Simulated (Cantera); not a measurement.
SiHCl3 + NH3 + H2 + N2 (silicon nitride deposition)

Charge: 1 mol SiHCl3, 6.2 mol NH3, 2.4 mol H2, 54 mol N2, held at 1248 K and 4.30 mbar.

Method: chemical equilibrium by Gibbs-energy minimisation in Cantera with the NASA 1993 tables (ideal gas, pure condensed phases). Candidate condensed phases: NH4Cl, Si, Si3N4; 28 gas species. Equilibrium is a limit: real reactors are often held back by kinetics, nucleation or transport.

The x(N2) comes out as 0.805 and the x(H2) is 0.153. The x(HCl) is 0.0427 and the x(SiCl2) is 3.17e-5. The x(SiCl3) is 4.04e-6 and the x(SiCl4) is 3.70e-6. The x(H) is 2.78e-6, the n(Si3N4(s)) comes out as 0.332 mol and the gas amount is 70.13 mol. The log10 activity of Si(s) (absent) is -2.98.
